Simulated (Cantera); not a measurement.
Charge: 1 mol CH3SiH3, 0.14 mol CH4, 120 mol H2, equilibrated at 37.5 Torr.

Cantera equilibrium calculation (NASA polynomials, part measured and part estimated; ideal gas, pure solids and liquids). Candidate condensed phases: C, C6H6, C7H8, C8H18, Si, SiC; 87 gas species. The feed counts by its element totals alone. Gases not in the tables: Si2H6 and higher silanes. Equilibrium is a limit: real reactors are often held back by kinetics, nucleation or transport.

x: gas mole fraction; n: condensed amount in mol.

```csv
T (°C),x H2,x H,x C2H2 (acetylene),x Si,n C(graphite),n SiC(s)
1602,0.997,0.00293,…,6.07e-6,0.0591,0.999
1627,0.996,0.00354,…,9.37e-6,0.0439,0.998
1652,0.995,0.00427,…,1.43e-5,0.0262,0.997
1677,0.994,0.00511,0.000543,2.16e-5,0.00579,0.996
1702,0.993,0.00610,0.000576,3.42e-5,0,0.994
1727,0.992,0.00724,0.000589,5.43e-5,0,0.991
1752,0.991,0.00857,0.000608,8.49e-5,0,0.986
1777,0.989,0.0101,0.000636,0.000130,0,0.979
1802,0.987,0.0118,0.000675,0.000197,0,0.968
1827,0.985,0.0138,0.000729,0.000291,0,0.953
1852,0.983,0.0161,…,0.000421,0,0.932
1877,0.980,0.0187,…,0.000597,0,0.903
```

Q: Fill in the missing entries.

A: 
- 1602, x C2H2 (acetylene): 0.000316
- 1627, x C2H2 (acetylene): 0.000380
- 1652, x C2H2 (acetylene): 0.000456
- 1852, x C2H2 (acetylene): 0.000804
- 1877, x C2H2 (acetylene): 0.000905
